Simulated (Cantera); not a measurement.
A perfectly stirred reactor is fed with NH3 : H2 = 1 : 0.19 (molar parts), at 11000 Pa; it is held at 1950 K, and followed from long to short residence time.

Detailed kinetics in Cantera: the gas-phase N/H chemistry of the illustrative SiF4/NH3 mechanism in the Surface Chemkin manual (1991). Walls and surfaces, which speed up NH3 decomposition in real reactors, are not modelled.

```json
[
 {"quantity": "x(NH3) at τ = 17.0 s", "before": "0.0176", "after": "0.703"},
 {"quantity": "x(H2) at τ = 17.0 s", "before": "0.758", "after": "0.259"},
 {"quantity": "x(H) at τ = 17.0 s", "before": "0.00108", "after": "9.87e-6"},
 {"quantity": "x(N2H2) at τ = 17.0 s", "before": "5.41e-8", "after": "4.79e-7"},
 {"quantity": "x(NH2) at τ = 17.0 s", "before": "7.16e-5", "after": "6.02e-5"},
 {"quantity": "x(NH3) at τ = 0.260 s", "before": "0.476", "after": "0.838"},
 {"quantity": "x(H2) at τ = 0.260 s", "before": "0.425", "after": "0.161"},
 {"quantity": "x(H) at τ = 0.260 s", "before": "0.000201", "after": "5.56e-6"},
 {"quantity": "x(N2H2) at τ = 0.260 s", "before": "2.64e-6", "after": "6.09e-7"},
 {"quantity": "x(NH2) at τ = 0.260 s", "before": "0.000641", "after": "6.50e-5"}
]
```

Which change was made?
(A) temperature 1950 to 1525 K
(B) H2 0.19 to 0.6 parts
(C) pressure from 11000 Pa to 15000 Pa
(D) temperature 1950 to 2400 K

A, temperature 1950 to 1525 K
